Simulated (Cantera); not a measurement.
Feed: 1 mol CH3SiCl3, 0.011 mol C2H2, 800 mol H2, held at 6.70 mbar.

These are equilibrium values from Cantera (NASA tables, ideal gas, pure condensed phases), not measurements of a reactor. Candidate condensed phases: C, C6H6, C7H8, C8H18, Si, SiC; 109 gas species. The feed counts by its element totals alone. Equilibrium is a limit: real reactors are often held back by kinetics, nucleation or transport. All values below are at 1873 K.

Base state: H2 0.988, H 0.00784, HCl 0.00369, Si 9.35e-5, C2H2 (acetylene) 6.73e-5, Cl 2.22e-5 (mole fractions); condensed: SiC(s).

Task: What changes in the equilibrium state with this change: H2 from 800 to 23 mol?

Result: 
```json
[
 {"species": "H2", "before": "0.988", "after": "0.879"},
 {"species": "HCl", "before": "0.00369", "after": "0.111"},
 {"species": "H", "before": "0.00784", "after": "0.00739"},
 {"species": "SiCl2", "before": "2.75e-6", "after": "0.00132"},
 {"species": "Cl", "before": "2.22e-5", "after": "0.000710"},
 {"species": "SiCl", "before": "1.62e-6", "after": "2.43e-5"},
 {"species": "C2H2 (acetylene)", "before": "6.73e-5", "after": "0.000274"},
 {"species": "Si", "before": "9.35e-5", "after": "4.37e-5"},
 {"species": "SiC(s), mol", "before": "0.910", "after": "0.964"},
 {"species": "C(graphite), mol", "before": "0", "after": "0.0439"}
]
```
The tables' values for SiCl are old estimates; treat these amounts as uncertain.

Task: What changes in the equilibrium state with this change: H2 from 800 to 2.7 mol?

Result: 
| species | before | after |
|---|---|---|
| H2 | 0.988 | 0.509 |
| HCl | 0.00369 | 0.445 |
| SiCl2 | 2.75e-6 | 0.0362 |
| SiCl3 | <1e-9 | 0.000685 |
| SiCl4 | <1e-9 | 1.83e-5 |
| SiC(s), mol | 0.910 | 0.788 |
| C(graphite), mol | 0 | 0.233 |
The tables' values for SiCl3, SiCl are old estimates; treat these amounts as uncertain.
